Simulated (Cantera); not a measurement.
A closed system holds: 1 mol SiC, 0.58 mol H2, held at 2575 °C and 5100 Pa.

These are equilibrium values from Cantera (NASA tables, ideal gas, pure condensed phases), not measurements of a reactor. Candidate condensed phases: C, C6H6, C7H8, C8H18, Si, SiC; 87 gas species. Gases not in the tables: Si2H6 and higher silanes. Rates play no part.

Problem. What is the equilibrium state?

Solution. 
```
Quantity                             Result
--------------------------------  ---------
x(Si)                                 0.293
x(H2)                                 0.236
x(H)                                  0.208
x(SiC2)                               0.181
x(Si2C)                              0.0597
x(C2H2 (acetylene))                 0.00922
x(SiH)                              0.00533
x(Si2)                              0.00393
x(C2H)                              0.00111
n(C(graphite))                    0.264 mol
gas amount                        1.644 mol
log10 activity of Si(l) (absent)      -0.49
```
